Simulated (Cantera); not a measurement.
Input: 1 mol SiHCl₃, 490 mol H₂, held at 0.260 bar.

These are equilibrium values from Cantera (NASA tables, ideal gas, pure condensed phases), not measurements of a reactor. Candidate condensed phases: Si; 19 gas species. Gases not in the tables: Si₂H₆ and higher silanes. Equilibrium is a limit: real reactors are often held back by kinetics, nucleation or transport.

log p: log10 of the partial pressure in bar; n: condensed amount in mol.

```json
[
 {"T (K)": "1575", "log p H₂": "-0.59", "log p HCl": "-2.82", "log p H": "-4.68", "log p SiCl₂": "-4.52", "log p SiH₂": "-6.01", "n Si(s)": "0.939", "n Si(l)": "0"},
 {"T (K)": "1600", "log p H₂": "-0.59", "log p HCl": "-2.82", "log p H": "-4.56", "log p SiCl₂": "-4.51", "log p SiH₂": "-5.89", "n Si(s)": "0.937", "n Si(l)": "0"},
 {"T (K)": "1625", "log p H₂": "-0.59", "log p HCl": "-2.82", "log p H": "___", "log p SiCl₂": "-4.50", "log p SiH₂": "___", "n Si(s)": "0.936", "n Si(l)": "0"},
 {"T (K)": "1650", "log p H₂": "-0.59", "log p HCl": "-2.82", "log p H": "___", "log p SiCl₂": "-4.50", "log p SiH₂": "___", "n Si(s)": "0.933", "n Si(l)": "0"},
 {"T (K)": "1675", "log p H₂": "-0.59", "log p HCl": "-2.82", "log p H": "-4.23", "log p SiCl₂": "-4.49", "log p SiH₂": "-5.54", "n Si(s)": "0.931", "n Si(l)": "0"},
 {"T (K)": "1700", "log p H₂": "-0.59", "log p HCl": "-2.82", "log p H": "-4.13", "log p SiCl₂": "-4.49", "log p SiH₂": "-5.44", "n Si(s)": "0", "n Si(l)": "0.929"},
 {"T (K)": "1725", "log p H₂": "-0.59", "log p HCl": "-2.82", "log p H": "-4.03", "log p SiCl₂": "-4.51", "log p SiH₂": "-5.35", "n Si(s)": "0", "n Si(l)": "0.928"},
 {"T (K)": "1750", "log p H₂": "-0.59", "log p HCl": "-2.82", "log p H": "-3.93", "log p SiCl₂": "-4.52", "log p SiH₂": "-5.27", "n Si(s)": "0", "n Si(l)": "0.927"}
]
```

Question: Fill in the missing entries.

Answer: 
- 1650, log p H: -4.34
- 1650, log p SiH₂: -5.65
- 1625, log p H: -4.45
- 1625, log p SiH₂: -5.77
